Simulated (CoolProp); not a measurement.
Vapour-liquid equilibrium of R134a (1) + dimethyl ether (2) at 0.244 MPa; x and y are mole fractions of (1).

Computed with CoolProp (multi-fluid Helmholtz-energy mixture model, Tillner-Roth 1994 and Wu 2011; pair parameters Bell 2016).

### Question
Give the bubble temperature and the first vapour's composition at x = 0.45, 0.55, 0.65. Is there an azeotrope?

### Answer
x = 0.45: 271.6 K, y = 0.470; x = 0.55: 271.2 K, y = 0.584; x = 0.65: 270.7 K, y = 0.691. y crosses x between x = 0.25 and 0.35: the model has an azeotrope there.

The pair parameters rest on a limited set of measurements; away from them the model extrapolates.
